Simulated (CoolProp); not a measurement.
A Linde-Hampson liquefier for methane: isothermal reversible compression at 280 K from 1 atm to 30 MPa, throttling to 1 atm, return gas leaving the recuperator 10 K below the feed. Each further row changes one setting.

Model: reference Helmholtz-energy equation of state, Setzmann 1991, in CoolProp.

```csv
case,liquid yield per pass,compression work (kJ/kg of gas)
as stated,(withheld),763
high pressure 60 MPa,(withheld),(withheld)
warm-end temperature 310 K,(withheld),(withheld)
warm-end gap 15 K,(withheld),763
```

What belongs in the gaps?


- as stated, liquid yield per pass: 0.259
- high pressure 60 MPa, liquid yield per pass: 0.260
- high pressure 60 MPa, compression work (kJ/kg of gas): 872
- warm-end temperature 310 K, liquid yield per pass: 0.197
- warm-end temperature 310 K, compression work (kJ/kg of gas): 868
- warm-end gap 15 K, liquid yield per pass: 0.249
